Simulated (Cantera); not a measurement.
Feed: 1 mol n-butane, 65 mol H2, 39 mol N2, held at 0.133 bar.

Method: chemical equilibrium by Gibbs-energy minimisation in Cantera with the NASA 1993 tables (ideal gas, pure condensed phases). Candidate condensed phases: C, C6H6, C7H8, C8H18; 92 gas species. The numbers say what is thermodynamically allowed, not how fast it happens. All values below are at 1502 °C.

Base state: H2 0.640, N2 0.356, HCN 0.00259, H 0.000634, HNC 9.29e-5, C2H2 (acetylene) 9.12e-5, CH4 4.57e-5 (mole fractions); condensed: C(graphite).

Task: What changes in the equilibrium state with this change: pressure from 0.133 bar to 1.33 mbar?

Result: 
```csv
species,before,after
H2,0.640,0.636
N2,0.356,0.355
H,0.000634,0.00632
CH4,4.57e-5,4.51e-7
C2H2 (acetylene),9.12e-5,9.05e-5
HNC,9.29e-5,9.24e-5
"C(graphite), mol",3.68,3.69
```
